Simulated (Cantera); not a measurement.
Input (Python, Cantera) and output of one run.

```python
import numpy as np
import cantera as ct

gas_names = """
    Cr CrN H H2 N NH NH2 NH3 N2 N2H2 N2H4
""".split()
cond_names = """
    Cr(cr) Cr(L) CrN(s) Cr2N(s)
""".split()


def load(file, names, dense=False):
    # The tables refer to 1 bar. Condensed volumes are neglected.
    table = {s.name: s for s in ct.Species.list_from_file(file)}
    out = []
    for n in names:
        d = dict(table[n].input_data)
        d["thermo"] = dict(d["thermo"], **{"reference-pressure": 1e5})
        if dense:
            d["equation-of-state"] = {"model": "constant-volume", "density": "1e6 g/cm^3"}
        out.append(ct.Species.from_dict(d))
    return out


gas = ct.Solution(thermo="ideal-gas", species=load("nasa_gas.yaml", gas_names))
cond = {s.name: ct.Solution(thermo="fixed-stoichiometry", species=[s], name=s.name)
        for s in load("nasa_condensed.yaml", cond_names, dense=True)}
atoms = {
    'Cr': {'Cr': 1},
    'N2': {'N': 2},
    'H2': {'H': 2},
}
top_T = {'CrN(s)': 1900, 'Cr2N(s)': 1900}  # K; cautious upper limits of use, not melting points


def equilibrate(T, P, feed):
    n = {}
    for name, mol in feed.items():
        for a, k in atoms[name].items():
            n[a] = n.get(a, 0.0) + k * mol
    gas.TPX = T, P, n
    mass = sum(n.values()) * gas.mean_molecular_weight
    gas.equilibrate("TP")
    valid = [c for c in cond.values() if c.min_temp <= T <= top_T.get(c.name, c.max_temp)]
    mix = ct.Mixture([(gas, mass / gas.mean_molecular_weight)] + [(c, 0.0) for c in valid])
    mix.T, mix.P = T, P
    mix.equilibrate("TP", solver="vcs", rtol=1e-11, max_steps=5000)
    return mix


results = []
feed = {'Cr': 1, 'N2': 0.39, 'H2': 190}  # mol
P = 7500  # Pa
for T in [1900, 1975, 2050, 2125, 2200, 2275, 2350, 2425, 2500, 2575, 2650]:
    mix = equilibrate(T, P, feed)
    results.append((T, P, feed, dict(zip(mix.species_names, mix.species_moles))))

top = {s: max(r[3][s] / sum(r[3][g] for g in gas_names) for r in results) for s in gas_names}
cols = sorted((s for s in top if top[s] > 1e-06), key=lambda s: -top[s])[:7]
seen = [c for c in cond_names if any(r[3].get(c, 0) > 1e-12 for r in results)]
print("log10 of partial pressures in bar; condensed amounts in mol")
print(f"{'T/K':>10s}" + "".join(f"{s[:9]:>10s}" for s in cols + seen))
for T, P, feed, n in results:
    ng = sum(n[g] for g in gas_names)
    print(f"{T:10.4g}" + "".join(f"{np.log10(max(n[s] / ng * P / 1e5, 1e-99)):10.3f}" for s in cols)
          + "".join(f"{n.get(c, 0):10.4g}" for c in seen))
```

Output:

```
log10 of partial pressures in bar; condensed amounts in mol
       T/K        H2         H        Cr        N2    Cr(cr)
      1900    -1.129    -3.665    -3.456    -3.816    0.1072
      1975    -1.130    -3.429    -3.408    -3.817         0
      2050    -1.132    -3.210    -3.409    -3.818         0
      2125    -1.134    -3.007    -3.410    -3.819         0
      2200    -1.137    -2.818    -3.411    -3.820         0
      2275    -1.142    -2.642    -3.414    -3.822         0
      2350    -1.148    -2.478    -3.417    -3.826         0
      2425    -1.156    -2.325    -3.421    -3.830         0
      2500    -1.168    -2.184    -3.426    -3.835         0
      2575    -1.183    -2.052    -3.433    -3.842         0
      2650    -1.202    -1.930    -3.442    -3.851         0
```

Equilibrium computed with Cantera from the NASA thermochemical tables; the gas is ideal and each condensed phase is pure.
